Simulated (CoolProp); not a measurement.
Aqueous potassium acetate as a coolant, 36 % by mass, freezing at -33.9 °C, 1 atm.

Values from CoolProp's Melinder's fits for secondary coolants.

```tsv
T (°C)	conductivity (W/(m K))	viscosity (mPa s)	density (kg/m³)	cp (kJ/(kg K))
-27.9	0.426	21.6	1210	2.954
-17.9	0.438	12.1	1207	2.977
-7.8	0.450	7.41	1204	3.000
2.2	0.461	4.99	1200	3.023
12.3	0.473	3.58	1196	3.046
22.4	0.485	2.71	1191	3.071
32.4	0.496	2.14	1186	3.096
```
